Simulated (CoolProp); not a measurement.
Values from CoolProp's reference Helmholtz-energy equation of state, Gedanitz 2015.

Question: For cyclopentane, give the phase and the Joule-Thomson coefficient (K/MPa), conductivity (mW/(m K)), Prandtl number at 292.5 K and 0.0115 MPa; 388.8 K and 0.688 MPa.

Answer: 
- 292.5 K and 0.0115 MPa: gas; Joule-Thomson coefficient 44.0, conductivity 10.7, Prandtl number 0.790
- 388.8 K and 0.688 MPa: liquid; Joule-Thomson coefficient -0.146, conductivity 95.0, Prandtl number 3.62

Viscosity comes from a separate model (Chung 1988), a generic estimate that can be far off for the liquid and wasn't checked against measurements. Thermal conductivity comes from a separate model (Vassiliou 2015).
